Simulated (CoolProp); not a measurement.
Fluoroethane (R161) along the isobar 1.44 MPa: density (kg/m³) from the reference equation and from simpler models built on Tc = 375.2 K, pc = 5.010 MPa, ω = 0.216; each cubic takes its own stable root.

Model: reference Helmholtz-energy equation of state, Wu 2012, in CoolProp.

| T (K) | phase | reference |
|---|---|---|
| 165.6 | liquid | 911.4 |
| 184.6 | liquid | 887.1 |
| 203.5 | liquid | 862.6 |
| 222.5 | liquid | 837.4 |
| 241.5 | liquid | 810.9 |
| 260.4 | liquid | 782.3 |
| 279.4 | liquid | 750.0 |
| 298.3 | liquid | 712.5 |
| 317.3 | gas | 33.58 |
| 336.2 | gas | 29.79 |
| 355.2 | gas | 27.08 |
| 374.2 | gas | 25.00 |
| 393.1 | gas | 23.32 |
| 412.1 | gas | 21.89 |
| 431 | gas | 20.68 |
| 450 | gas | 19.61 |

How far does each simpler model (van der Waals, Peng-Robinson) lie from the reference over these 16 states: mean and median of the absolute difference, and the worst?


- van der Waals: mean 26.0 %, median 25.5 %, worst -95.3 % at 298.3 K and 1.44 MPa
- Peng-Robinson: mean 2.1 %, median 1.9 %, worst -5.8 % at 298.3 K and 1.44 MPa

At some of these states van der Waals gives the other phase, because its saturation line lies elsewhere.
